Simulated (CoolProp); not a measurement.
Saturated liquid density (kg/m³) of R125: the reference equation beside estimates from Tc = 339.2 K, pc = 3.618 MPa, ω = 0.305.

The numbers come from the reference Helmholtz-energy equation of state, Lemmon 2005 in CoolProp.

```
T (K)  reference  van der Waals  Soave-Redlich-Kwong
-----  ---------  -------------  -------------------
230.9       1492          893.4                 1361
237.2       1469          879.5                 1338
243.5       1445          865.0                 1314
249.7       1420          850.2                 1289
256         1395          834.6                 1261
262.3       1368          818.3                 1233
268.5       1341          801.6                 1203
274.8       1312          783.8                 1170
281.1       1282          765.0                 1136
287.3       1250          745.4                 1099
293.6       1216          724.2                 1059
299.9       1179          701.4                 1016
```

Absolute difference from the reference over all 12 rows, mean and median: van der Waals 40.3 and 40.2 %, Soave-Redlich-Kwong 10.6 and 10.1 %.
